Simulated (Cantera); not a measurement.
NO annealing gas

A perfectly stirred reactor is fed with 55.2 % NO, 38.1 % N2, 6.63 % H2O, at 0.0180 bar; it is held at 1823 K, and followed from long to short residence time.

Cantera simulation using GRI-Mech 3.0 (53 species, 325 reactions); the numbers are that mechanism's predictions, not measurements. Radical loss at walls, strong at low pressure, is not modelled.

```csv
τ (s),x NO,x O,x NO2,x N2O,x N2
7.8,0.509,0.000177,4.94e-5,3.99e-5,0.403
2.7,0.537,0.000107,3.08e-5,4.06e-5,0.389
0.93,0.547,6.14e-5,2.02e-5,3.96e-5,0.384
0.32,0.551,3.12e-5,1.69e-5,4.26e-5,0.382
0.11,0.552,1.50e-5,2.15e-5,4.62e-5,0.381
0.038,0.552,8.67e-6,3.15e-5,3.41e-5,0.381
0.013,0.552,2.50e-6,2.01e-5,1.66e-5,0.381
0.0045,0.552,6.53e-7,2.93e-6,6.53e-6,0.381
0.0015,0.552,4.39e-7,3.38e-7,2.28e-6,0.381
```
x: mole fraction; the columns are a selection and need not sum to one.
